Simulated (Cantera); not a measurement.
A closed system holds: 1 mol HI, 0.11 mol H2O, 15 mol H2, held at 0.450 bar.

These are equilibrium values from Cantera (NASA tables, ideal gas, pure condensed phases), not measurements of a reactor. Candidate condensed phases: H2O, I2; 25 gas species. Ions and electrons are included (thermal ionisation). Equilibrium is a limit: real reactors are often held back by kinetics, nucleation or transport.

x: gas mole fraction; nothing condenses.

| T (K) | x H | x H2 | x I | x HI | x H2O | x O | x OH |
|---|---|---|---|---|---|---|---|
| 2500 | 0.0355 | 0.899 | 0.0522 | 0.00710 | (withheld) | 1.38e-6 | 5.30e-5 |
| 3000 | 0.202 | 0.738 | 0.0511 | 0.00313 | (withheld) | 8.24e-5 | 0.000490 |
| 3500 | 0.555 | 0.397 | 0.0423 | 0.00114 | (withheld) | 0.00115 | 0.00142 |
| 4000 | 0.837 | 0.124 | 0.0345 | 0.000354 | (withheld) | 0.00288 | 0.000759 |
| 4500 | 0.932 | 0.0327 | 0.0318 | 0.000123 | (withheld) | 0.00329 | 0.000211 |
| 5000 | 0.955 | 0.00993 | 0.0312 | 5.18e-5 | (withheld) | 0.00337 | 6.53e-5 |

Question: Some entries are withheld; supply them.

Answer: 
- 2500, x H2O: 0.00647
- 3000, x H2O: 0.00539
- 3500, x H2O: 0.00220
- 4000, x H2O: 0.000193
- 4500, x H2O: 1.06e-5
- 5000, x H2O: 8.40e-7
